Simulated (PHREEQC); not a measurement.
Consider water at 20 °C with 0.011 mol HF, 0.0013 mol (CH3)4NF, 7.9e-05 mol H4SiO4 and 0.00019 mol HCl per kg of water. Closed to the air; pH follows from the charge balance.

All values are PHREEQC results (ion-association model, phreeqc.dat), not measurements.

No solid was allowed to form.

**Question.** Predict the pH, ionic strength.

**Answer.** pH 2.67; ionic strength 0.00364 mol/kgw.

**Question.** In which forms is F present?

**Answer.** HF 69 %, F- 25 %, SiF6-2 3.9 %, HF2- 1.6 % of the F.

Species that the database lacks are ignored. (CH3)4N+ isn't in the database: it is added as a free cation with an ion size of 4 Å. SiF6-2 is the database's only silicon fluoride.
